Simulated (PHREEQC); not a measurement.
A solution holds 0.15 mol/kgw ZnSO4, 0.0011 mol/kgw CaCl2, 0.013 mol/kgw H2SO4 and 0.15 mol/kgw NaCl, at 40 °C. Closed to the air; pH follows from the charge balance.

All values are PHREEQC results (ion-association model, phreeqc.dat), not measurements.

```tsv
quantity	before	after
pH	2.14	2.15
ionic strength (mol/kgw)	0.467	0.306
Cl- (mol/kgw)	0.139	0.00201
Zn+2 (mol/kgw)	0.0761	0.0746
SO4-2 (mol/kgw)	0.0589	0.0513
ZnSO4 (mol/kgw)	0.0457	0.0558
SI of Gypsum (CaSO4:2H2O)	-1.09	-1.06
```

### Question
Which change was made?
A. CaCl2 from 0.0011 to 0.0022 mol/kgw
B. diluted 5-fold with water
C. temperature from 40 to 80 °C
D. 0.13 mol/kgw NaBr added
E. NaCl left out

### Answer
E, NaCl left out

Precipitation was switched off in this run. At this temperature some constants are extrapolated from 25 °C, and those without enthalpy data are left unchanged.
